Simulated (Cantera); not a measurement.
Gas mixture: N2O = 0.098 (molar parts), at 1000000 Pa, frozen composition.

Cantera's kinetic-theory transport with the Lennard-Jones parameters of GRI-Mech 3.0, ideal gas; thermal conductivity in the multicomponent form. The composition is frozen, though it would react at the higher temperatures.

One state of this run: ρ (kg/m³) = 4.41; cp (J/kg/K) = 1294; μ (µPa s) = 45.5; λ (mW/m/K) = 79.8; Pr = 0.738; D (cm²/s) N2 = 0.177; D (cm²/s) OH = 0.272; D (cm²/s) H2 = 0.695. D: mixture-averaged diffusion coefficient of that species in the mixture.

**Question.** Which value of T (K) does it belong to?
A. 800
B. 1200
C. 1000
D. 600

**Answer.** B, 1200
